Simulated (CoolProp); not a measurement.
Vapour-liquid equilibrium of CH2F2 (R32) (1) + R142b (2) at 240.8 K; x and y are mole fractions of (1).

Model: multi-fluid Helmholtz-energy mixture model, Tillner-Roth 1997 and Lemmon 2006; pair parameters Bell 2016, in CoolProp.

Give the bubble pressure and the first vapour's composition at x = 0.35, 0.65, 0.85. Is there an azeotrope?

x = 0.35: 131.0 kPa, y = 0.810; x = 0.65: 190.0 kPa, y = 0.915; x = 0.85: 222.1 kPa, y = 0.960. No azeotrope shows between x = 0.05 and 0.95.

Pair parameters are fitted to limited data, so mixtures are less certain than the pure fluids.
